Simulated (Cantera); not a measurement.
A closed system holds: 1 mol SiC, 1.5 mol O₂, 380 mol N₂, at 101000 Pa.

Equilibrium computed with Cantera from the NASA thermochemical tables; the gas is ideal and each condensed phase is pure. Candidate condensed phases: C, Si, SiC, SiO₂, Si₂N₂O, Si₃N₄; 34 gas species. N₂ is the only nitrogen source here; it is nearly inert below about 1500 K, so the nitride shown seldom forms there in practice. Mutual solubility and eutectic melting of coexisting phases are not modelled. The tables hold silica as quartz up to 1696 K and as liquid above; real silica turns to tridymite and cristobalite and melts near 1996 K. Kinetics and transport are ignored. All values below are at 1100 °C.

Base state: N₂ 0.997, CO 0.00262 (mole fractions); condensed: SiO₂(β-quartz) + Si₂N₂O(s).

Task: What changes in the equilibrium state with this change: SiC replaced by Si₃N₄?

Result: 
```json
[
 {"species": "N₂", "before": "0.997", "after": "1.00"},
 {"species": "CO", "before": "0.00262", "after": "0"},
 {"species": "SiO₂(β-quartz), mol", "before": "1.000", "after": "1.000"},
 {"species": "Si₂N₂O(s), mol", "before": "8.64e-5", "after": "1.000"}
]
```
